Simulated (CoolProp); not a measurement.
Vapour-liquid equilibrium of R1234yf (1) + isobutane (2) at 261.3 K; x and y are mole fractions of (1).

Values from CoolProp's multi-fluid Helmholtz-energy mixture model, Lemmon 2022 and Bücker 2006; pair parameters Bell 2016.

```json
[
 {"x": "0.05", "bubble pressure (MPa)": "0.1253", "y at the bubble point": "0.224", "dew pressure at overall composition x (MPa)": "?", "liquid density (mol/L)": "10.21"},
 {"x": "0.2", "bubble pressure (MPa)": "0.1687", "y at the bubble point": "?", "dew pressure at overall composition x (MPa)": "0.1222", "liquid density (mol/L)": "10.20"},
 {"x": "0.35", "bubble pressure (MPa)": "0.1895", "y at the bubble point": "?", "dew pressure at overall composition x (MPa)": "?", "liquid density (mol/L)": "10.21"},
 {"x": "0.5", "bubble pressure (MPa)": "0.2013", "y at the bubble point": "0.652", "dew pressure at overall composition x (MPa)": "0.1724", "liquid density (mol/L)": "10.25"},
 {"x": "0.65", "bubble pressure (MPa)": "?", "y at the bubble point": "0.720", "dew pressure at overall composition x (MPa)": "0.2011", "liquid density (mol/L)": "10.32"},
 {"x": "0.8", "bubble pressure (MPa)": "0.2127", "y at the bubble point": "0.808", "dew pressure at overall composition x (MPa)": "0.2125", "liquid density (mol/L)": "10.43"},
 {"x": "0.95", "bubble pressure (MPa)": "0.2101", "y at the bubble point": "0.939", "dew pressure at overall composition x (MPa)": "0.2096", "liquid density (mol/L)": "10.57"}
]
```

Q: Some entries are withheld; supply them.

A: 
- 0.05, dew pressure at overall composition x (MPa): 0.1056
- 0.2, y at the bubble point: 0.482
- 0.35, y at the bubble point: 0.583
- 0.35, dew pressure at overall composition x (MPa): 0.1441
- 0.65, bubble pressure (MPa): 0.2089

y crosses x between x = 0.8 and 0.95: the model has an azeotrope there.

Pair parameters are fitted to limited data, so mixtures are less certain than the pure fluids.
